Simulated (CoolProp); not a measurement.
Vapour pressure (MPa) of hydrogen chloride: the reference equation beside estimates from Tc = 324.7 K, pc = 8.314 MPa, ω = 0.130. Clausius-Clapeyron is anchored at 216.1 K with a constant enthalpy of vaporisation of 14.98 kJ/mol.

Values from CoolProp's reference Helmholtz-energy equation of state, Thol 2018.

```
T (K)  reference  Clausius-Clapeyron  Peng-Robinson
-----  ---------  ------------------  -------------
172.4    0.03779                   …        0.03670
187      0.09476              0.1081              …
201.6          …              0.2173         0.2028
216.1     0.3957              0.3957         0.3932
230.7     0.7009                   …         0.7003
245.3      1.156               1.068          1.161
259.9      1.802               1.613          1.817
274.5      2.682                   …              …
289.1      3.846               3.249              …
303.7      5.356               4.384          5.417
```

Task: Complete the blanks.

Result: 
- 172.4, Clausius-Clapeyron: 0.04782
- 187, Peng-Robinson: 0.09287
- 201.6, reference: 0.2054
- 230.7, Clausius-Clapeyron: 0.6707
- 274.5, Clausius-Clapeyron: 2.332
- 274.5, Peng-Robinson: 2.712
- 289.1, Peng-Robinson: 3.895

Absolute difference from the reference over all 10 rows, mean and median: Clausius-Clapeyron 11.6 and 11.8 %, Peng-Robinson 1.2 and 1.1 %.
